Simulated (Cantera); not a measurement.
**Thermodynamics of boron, boron nitride and boron oxide, feed borazine + NH3**

Input: 1 mol borazine, 4.8 mol NH3, equilibrated at 4200 Pa.

Method: chemical equilibrium by Gibbs-energy minimisation in Cantera with the NASA 1993 tables (ideal gas, pure condensed phases). Candidate condensed phases: B, BN; 15 gas species. The feed counts by its element totals alone. The tables' values for BH2 are old estimates; treat these amounts as uncertain. Equilibrium is a limit: real reactors are often held back by kinetics, nucleation or transport.

From 773 K to 2273 K the condensed part is BN(s). At 2423 K the condensed part is B(l).

```csv
T (K),x H2,x N2,x H,x BH2,x B,n BN(s),n B(l)
773,0.809,0.190,3.98e-12,<1e-12,<1e-12,3.00,0
923,0.810,0.190,1.07e-9,<1e-12,<1e-12,3.00,0
1073,0.810,0.190,6.15e-8,<1e-12,<1e-12,3.00,0
1223,0.810,0.190,1.32e-6,2.06e-12,<1e-12,3.00,0
1373,0.810,0.190,1.46e-5,2.46e-10,<1e-12,3.00,0
1523,0.809,0.190,0.000101,1.13e-8,<1e-12,3.00,0
1673,0.809,0.190,0.000500,2.59e-7,3.04e-11,3.00,0
1823,0.808,0.190,0.00190,3.52e-6,3.55e-9,3.00,0
1973,0.804,0.190,0.00590,3.18e-5,1.99e-7,3.00,0
2123,0.795,0.189,0.0156,0.000209,6.30e-6,3.00,0
2273,0.775,0.188,0.0361,0.00105,0.000126,2.98,0
2423,0.660,0.267,0.0703,0.00210,0.000963,0,2.95
```
x: gas mole fraction; n: condensed amount in mol.
